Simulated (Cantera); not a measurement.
An adiabatic, constant-pressure homogeneous reactor starts with CH4 : C2H6 : O2 : N2 = 1 : 0.058 : 2.56 : 9.63 (molar parts), at 1225 K and 28.0 bar.

Model: GRI-Mech 3.0 (53 species, 325 reactions), integrated in Cantera. The pressure lies above the range GRI-Mech 3.0 was tuned for (to about 10 atm).

Q: Predict: time of steepest temperature rise; temperature at 5.00 s; equilibrium temperature; x(O2) at 5.00 s.

A: 
```
Item                                                              Result
---------------------------------  -------------------------------------
time of steepest temperature rise                               0.467 ms
temperature at 5.00 s                                             2722 K
equilibrium temperature                                           2722 K
x(O2) at 5.00 s                    0.0249 (gas-phase equilibrium 0.0249)
```
